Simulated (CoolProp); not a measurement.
The numbers come from the reference Helmholtz-energy equation of state, Lemmon 2016 in CoolProp.

For R115, give the phase and the speed of sound (m/s), Joule-Thomson coefficient (K/MPa), isothermal compressibility (1/MPa) at 292.4 K and 1.39 MPa; 327 K and 1.39 MPa.


- 292.4 K and 1.39 MPa: liquid; speed of sound 381, Joule-Thomson coefficient 0.0424, isothermal compressibility 0.00793
- 327 K and 1.39 MPa: gas; speed of sound 109, Joule-Thomson coefficient 15.6, isothermal compressibility 1.02
